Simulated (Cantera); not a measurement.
Charge: 1 mol SiCl4, 0.0044 mol Cl2, 11 mol N2, held at 0.210 bar.

Method: chemical equilibrium by Gibbs-energy minimisation in Cantera with the NASA 1993 tables (ideal gas, pure condensed phases). Candidate condensed phases: Si, Si3N4; 13 gas species. The tables' values for SiCl3 are old estimates; treat these amounts as uncertain. Kinetics and transport are ignored.

x: gas mole fraction; nothing condenses.

| T (K) | x N2 | x SiCl4 | x Cl | x SiCl3 | x Cl2 | x SiCl2 |
|---|---|---|---|---|---|---|
| 975 | 0.916 | 0.0833 | (withheld) | 2.78e-9 | 0.000361 | <1e-12 |
| 1025 | 0.916 | 0.0833 | (withheld) | 1.42e-8 | 0.000355 | <1e-12 |
| 1075 | 0.916 | 0.0833 | (withheld) | 6.24e-8 | 0.000344 | <1e-12 |
| 1125 | 0.916 | 0.0833 | (withheld) | 2.43e-7 | 0.000326 | 8.75e-12 |
| 1175 | 0.916 | 0.0833 | (withheld) | 8.62e-7 | 0.000299 | 8.71e-11 |
| 1225 | 0.916 | 0.0833 | (withheld) | 2.83e-6 | 0.000260 | 7.58e-10 |
| 1275 | 0.916 | 0.0833 | (withheld) | 8.75e-6 | 0.000213 | 5.98e-9 |
| 1325 | 0.916 | 0.0833 | (withheld) | 2.59e-5 | 0.000164 | 4.36e-8 |
| 1375 | 0.916 | 0.0832 | (withheld) | 7.24e-5 | 0.000122 | 2.89e-7 |
| 1425 | 0.916 | 0.0831 | (withheld) | 0.000185 | 9.51e-5 | 1.63e-6 |
| 1475 | 0.916 | 0.0828 | (withheld) | 0.000418 | 8.55e-5 | 7.17e-6 |
| 1525 | 0.915 | 0.0824 | (withheld) | 0.000825 | 9.00e-5 | 2.46e-5 |
| 1575 | 0.915 | 0.0816 | (withheld) | 0.00147 | 0.000106 | 6.89e-5 |
| 1625 | 0.914 | 0.0805 | (withheld) | 0.00241 | 0.000133 | 0.000167 |

Task: Some entries are withheld; supply them.

Result: 
- 975, x Cl: 1.10e-5
- 1025, x Cl: 2.30e-5
- 1075, x Cl: 4.47e-5
- 1125, x Cl: 8.09e-5
- 1175, x Cl: 0.000137
- 1225, x Cl: 0.000215
- 1275, x Cl: 0.000315
- 1325, x Cl: 0.000431
- 1375, x Cl: 0.000562
- 1425, x Cl: 0.000731
- 1475, x Cl: 0.000994
- 1525, x Cl: 0.00143
- 1575, x Cl: 0.00212
- 1625, x Cl: 0.00320
